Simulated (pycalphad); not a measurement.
Computed with pycalphad from the COST 507 light-alloy database (1999), at 1 atm. The database dates from 1999; later assessments differ in places, in temperatures and in the compounds included. Amounts are mole fractions of atoms.

Problem. Give the equilibrium state of Ti-70.78Si (wt.%) at 1560 K.

Solution. 
```
T = 1560.00 K, P = 101325 Pa, N = 1 mol of atoms
G = -98234 J/mol, H = -159 J/mol, S = 62.87 J/(mol K)  (SER reference)
chemical potentials (J/mol): Ti -253989, Si -60504
phase             fraction      x(Ti)      x(Si)
SI2TI               0.5850     0.3333     0.6667
DIAMOND_A4          0.4150   9.56e-12     1.0000
```

Database names, with the compositions (at.%) that they take in these runs: SI2TI: Si 67 Ti 33. DIAMOND_A4 is diamond (Si).
